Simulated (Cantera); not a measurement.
Cantera run:

```python
import numpy as np
import cantera as ct

gas_names = [...]  # 140 gases of nasa_gas.yaml made of C, Fe, H, N, O
cond_names = """
    C(gr) C6H6(L) C7H8(L) C8H18(L),n-octa Fe(a) Fe(c) Fe(d) Fe(L) FeC5O5(L) FeO(s) FeO(L) Fe(OH)2(s)
    Fe(OH)3(s) Fe2O3(s) Fe3O4(s) H2O(s) H2O(L)
""".split()


# ... load() reads the species with a 1 bar reference pressure and builds the phases ...
atoms = {
    'Fe3O4': {'Fe': 3, 'O': 4},
    'CH4': {'C': 1, 'H': 4},
    'N2': {'N': 2},
}
top_T = {'C(gr)': 4500, 'Fe2O3(s)': 1830, 'Fe3O4(s)': 1870}  # K; cautious upper limits of use, not melting points


# ... equilibrate(T, P, feed) seeds the gas with the atoms and calls Mixture.equilibrate('TP', solver="vcs", rtol=1e-11, max_steps=5000) ...
results = []
feed = {'Fe3O4': 1, 'CH4': 0.57, 'N2': 0.42}  # mol
P = 11000  # Pa
for T in [925, 1075, 1225, 1375, 1525, 1675, 1825, 1975]:
    mix = equilibrate(T, P, feed)
    results.append((T, P, feed, dict(zip(mix.species_names, mix.species_moles))))
    x = sorted(zip(gas.X, gas.species_names), reverse=True)
    print(f"T = {T:g} K  P = {P:g} Pa  gas = {mix.phase_moles(0):.4g} mol")
    print("   x: " + "  ".join(f"{s} {v:.3e}" for v, s in x if v > 0.001))
    print("   condensed (mol): " + ("  ".join(f"{mix.phase(i).name} {mix.phase_moles(i):.4g}"
          for i in range(1, mix.n_phases) if mix.phase_moles(i) > 1e-12) or "none"))
```

Output:

```
T = 925 K  P = 11000 Pa  gas = 2.128 mol
   x: H2 4.243e-01  N2 1.974e-01  CO 1.752e-01  H2O 1.104e-01  CO2 9.218e-02
   condensed (mol): FeO(s) 3
T = 1075 K  P = 11000 Pa  gas = 2.13 mol
   x: H2 4.031e-01  CO 1.978e-01  N2 1.972e-01  H2O 1.321e-01  CO2 6.975e-02
   condensed (mol): FeO(s) 3
T = 1225 K  P = 11000 Pa  gas = 2.13 mol
   x: H2 3.882e-01  CO 2.127e-01  N2 1.972e-01  H2O 1.470e-01  CO2 5.487e-02
   condensed (mol): FeO(s) 3
T = 1375 K  P = 11000 Pa  gas = 2.13 mol
   x: H2 3.781e-01  CO 2.228e-01  N2 1.972e-01  H2O 1.571e-01  CO2 4.478e-02
   condensed (mol): FeO(s) 3
T = 1525 K  P = 11000 Pa  gas = 2.13 mol
   x: H2 3.711e-01  CO 2.298e-01  N2 1.972e-01  H2O 1.641e-01  CO2 3.776e-02
   condensed (mol): FeO(s) 3
T = 1675 K  P = 11000 Pa  gas = 2.13 mol
   x: H2 3.634e-01  CO 2.342e-01  N2 1.972e-01  H2O 1.717e-01  CO2 3.337e-02
   condensed (mol): Fe(d) 0.006729  FeO(L) 2.993
T = 1825 K  P = 11000 Pa  gas = 2.132 mol
   x: H2 3.614e-01  CO 2.383e-01  N2 1.970e-01  H2O 1.729e-01  CO2 2.910e-02
   condensed (mol): FeO(L) 2.999
T = 1975 K  P = 11000 Pa  gas = 2.138 mol
   x: H2 3.552e-01  CO 2.400e-01  N2 1.965e-01  H2O 1.767e-01  CO2 2.659e-02  H 2.459e-03  Fe 2.345e-03
   condensed (mol): FeO(L) 2.995
```

Cantera equilibrium calculation (NASA polynomials, part measured and part estimated; ideal gas, pure solids and liquids). Mutual solubility and eutectic melting of coexisting phases are not modelled. The tables' stoichiometric FeO is somewhat more stable than real wüstite, so its field is too wide. FeO: taken at fixed stoichiometry.
